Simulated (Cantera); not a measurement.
Cantera run, input and output.

```python
import numpy as np
import cantera as ct

gas = ct.Solution("gri30.yaml")
gas.TPX = 975, 960000, {'CH4': 1, 'H2': 0.059, 'O2': 5.49, 'N2': 20.6, 'C2H6': 0.26}
reactor = ct.IdealGasConstPressureReactor(gas, energy="on", clone=False)
net = ct.ReactorNet([reactor])
net.rtol, net.atol = 1e-08, 1e-16
show = ['CH4', 'H2', 'O2', 'HO2', 'C2H2']
times = np.geomspace(3e-06, 7, 16)

steps = ct.SolutionArray(gas, extra=["t"])
rows = []
print(f"{'t/s':>10s}{'T/K':>9s}{'P/Pa':>11s}" + "".join(f"{s:>11s}" for s in show))
for t in times:
    while net.time < t:
        t_next = net.step()
        steps.append(gas.state, t=t_next)
    rows.append([np.interp(t, steps.t, y) for y in (steps.T, steps.P, *steps(*show).X.T)])
    print(f"{t:10.3e}{rows[-1][0]:9.1f}{rows[-1][1]:11.4g}" + "".join(f"{x:11.3e}" for x in rows[-1][2:]))
rate = np.gradient(steps.T, steps.t)
print("integrator steps:", len(steps.t))
if steps.T.max() > steps.T[0] + 200:
    print(f"time of steepest temperature rise: {steps.t[rate.argmax()]:.4e} s")
gas.TPX = 975, 960000, {'CH4': 1, 'H2': 0.059, 'O2': 5.49, 'N2': 20.6, 'C2H6': 0.26}
gas.equilibrate("HP")
print(f"equilibrium (HP): T = {gas.T:.1f} K  " + "  ".join(f"{s} {gas[s].X[0]:.3e}" for s in show))
```

Output:

```
       t/s      T/K       P/Pa        CH4         H2         O2        HO2       C2H2
 3.000e-06    975.0    9.6e+05  3.648e-02  2.153e-03  2.003e-01  5.948e-11  6.942e-24
 7.974e-06    975.0    9.6e+05  3.648e-02  2.153e-03  2.003e-01  1.624e-10  1.092e-22
 2.119e-05    975.0    9.6e+05  3.648e-02  2.153e-03  2.003e-01  4.590e-10  2.058e-21
 5.633e-05    975.0    9.6e+05  3.648e-02  2.153e-03  2.003e-01  1.388e-09  4.657e-20
 1.497e-04    975.0    9.6e+05  3.648e-02  2.153e-03  2.003e-01  4.544e-09  1.096e-18
 3.979e-04    975.0    9.6e+05  3.648e-02  2.153e-03  2.003e-01  1.495e-08  2.005e-17
 1.058e-03    975.0    9.6e+05  3.648e-02  2.153e-03  2.003e-01  4.535e-08  2.664e-16
 2.811e-03    975.0    9.6e+05  3.648e-02  2.153e-03  2.003e-01  1.394e-07  4.283e-15
 7.471e-03    975.0    9.6e+05  3.648e-02  2.152e-03  2.003e-01  5.697e-07  2.099e-13
 1.986e-02    975.1    9.6e+05  3.648e-02  2.150e-03  2.003e-01  3.053e-06  8.677e-11
 5.278e-02    990.4    9.6e+05  3.529e-02  2.121e-03  1.980e-01  2.921e-05  5.405e-07
 1.403e-01   2110.2    9.6e+05  9.256e-22  6.984e-05  9.138e-02  4.119e-06  8.530e-28
 3.728e-01   2103.6    9.6e+05  8.158e-22  6.733e-05  8.989e-02  3.973e-06  6.705e-28
 9.909e-01   2100.4    9.6e+05  7.677e-22  6.617e-05  8.918e-02  3.905e-06  5.983e-28
 2.634e+00   2100.3    9.6e+05  7.655e-22  6.611e-05  8.915e-02  3.901e-06  5.950e-28
 7.000e+00   2100.3    9.6e+05  7.655e-22  6.611e-05  8.915e-02  3.901e-06  5.950e-28
integrator steps: 2372
time of steepest temperature rise: 5.9430e-02 s
equilibrium (HP): T = 2100.3 K  CH4 1.189e-21  H2 6.611e-05  O2 8.915e-02  HO2 3.901e-06  C2H2 7.130e-28
```

Cantera simulation using GRI-Mech 3.0 (53 species, 325 reactions); the numbers are that mechanism's predictions, not measurements. Below about 1000 K GRI-Mech 3.0 lacks low-temperature oxidation paths.
